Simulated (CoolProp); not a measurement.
The fluoroketone C6F12O (FK-5-1-12) at several states: Z from the reference equation and from simpler models built on Tc = 168.7 °C, pc = 18.69 bar, ω = 0.471; each cubic takes its own stable root.

Computed with CoolProp (reference Helmholtz-energy equation of state, McLinden 2015).

```tsv
T (°C)	p (bar)	phase	reference
69.05	36.5	liquid	0.2726
88.85	106	liquid	0.7536
121.95	2.46	gas	0.9267
101.25	0.751	gas	0.9737
-20.95	12.2	liquid	0.1058
41.55	0.173	gas	0.9886
```

**Question.** How far does each simpler model (Redlich-Kwong, Soave-Redlich-Kwong) lie from the reference over these 6 states: mean and median of the absolute difference, and the worst?

**Answer.** 
- Redlich-Kwong: mean 7.1 %, median 5.4 %, worst +15.7 % at -20.95 °C and 12.2 bar
- Soave-Redlich-Kwong: mean 4.2 %, median 3.2 %, worst +10.0 % at -20.95 °C and 12.2 bar
